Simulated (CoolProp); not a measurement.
The numbers come from the reference Helmholtz-energy equation of state, Zhou 2011 in CoolProp.

For dimethyl carbonate, give the phase and the density (kg/m³), cp (kJ/(kg K)), isothermal compressibility (1/MPa), expansivity (1/kK) at 256.05 °C and 3920 kPa.


- 256.05 °C and 3920 kPa: liquid; density 659, cp 3.02, isothermal compressibility 0.0245, expansivity 6.18
